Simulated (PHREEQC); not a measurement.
A column of 1 m (40 cells, dispersivity 0.08 m, 300 s a shift, diffusion coefficient 3e-10 m²/s) holds 0.014 eq of the database's cation exchanger X per kg of pore water, first in equilibrium with 0.087 mol/kgw CaCl2, 0.018 mol/kgw ZnCl2, 0.0035 mol/kgw KCl and 1e-05 mol/kgw HCl. It is flushed with 0.0018 mol/kgw SrCl2, 0.0074 mol/kgw ZnCl2 and 1e-05 mol/kgw HCl, at 15 °C. Values are for the last cell. No CO2 enters from the air. Precipitation was switched off in this run.

The numbers come from PHREEQC with the ion-association model, phreeqc.dat.

Question: Predict Sr in solution (mol/kgw), K in solution (mol/kgw), Ca in solution (mol/kgw), Cl in solution (mol/kgw) at pore volumes = 0, 1.012.

Answer: 
```csv
pore volumes,Sr in solution (mol/kgw),K in solution (mol/kgw),Ca in solution (mol/kgw),Cl in solution (mol/kgw)
0,0,0.00350,0.0870,0.214
1.012,0.000543,0.00169,0.0378,0.0988
```

Complexes and solids missing from the database can't appear.
